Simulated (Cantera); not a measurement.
Roasting and sulfation: MgCO3 + H2S + CO2

Charge: 1 mol MgCO3, 2.3 mol H2S, 0.22 mol CO2, held at 6.00 bar.

Method: chemical equilibrium by Gibbs-energy minimisation in Cantera with the NASA 1993 tables (ideal gas, pure condensed phases). Candidate condensed phases: C, C6H6, C7H8, C8H18, H2O, H2SO4, Mg, MgCO3, MgO, Mg(OH)2, MgS, MgSO4, S; 130 gas species. Gases not in the tables: S3 to S7. Kinetics and transport are ignored.

At 600 K the condensed part is MgCO3(s). At 650 K the condensed part is MgCO3(s) + MgO(s). From 700 K to 1050 K the condensed part is MgO(s).

| T (K) | log p H2S | log p CO2 | log p H2O | log p COS | log p CO | log p S2 | log p H2 | n MgCO3(s) | n MgO(s) |
|---|---|---|---|---|---|---|---|---|---|
| 600 | 0.73 | -0.33 | -1.22 | -1.25 | -3.25 | -3.63 | -2.68 | 1.00 | 0 |
| 650 | 0.73 | -0.34 | -1.10 | -1.14 | -2.86 | -2.94 | -2.43 | 0.995 | 0.00519 |
| 700 | 0.57 | 0.28 | -0.77 | -0.80 | -2.27 | -2.41 | -2.35 | 0 | 1.00 |
| 750 | 0.57 | 0.27 | -0.69 | -0.73 | -1.93 | -2.03 | -2.11 | 0 | 1.00 |
| 800 | 0.56 | 0.26 | -0.61 | -0.68 | -1.63 | -1.73 | -1.87 | 0 | 1.00 |
| 850 | 0.55 | 0.25 | -0.54 | -0.63 | -1.36 | -1.49 | -1.66 | 0 | 1.00 |
| 900 | 0.55 | 0.24 | -0.47 | -0.61 | -1.13 | -1.27 | -1.47 | 0 | 1.00 |
| 950 | 0.53 | 0.22 | -0.41 | -0.59 | -0.93 | -1.08 | -1.31 | 0 | 1.00 |
| 1000 | 0.52 | 0.20 | -0.35 | -0.59 | -0.76 | -0.92 | -1.15 | 0 | 1.00 |
| 1050 | 0.51 | 0.18 | -0.29 | -0.60 | -0.62 | -0.77 | -1.02 | 0 | 1.00 |
log p: log10 of the partial pressure in bar; n: condensed amount in mol.
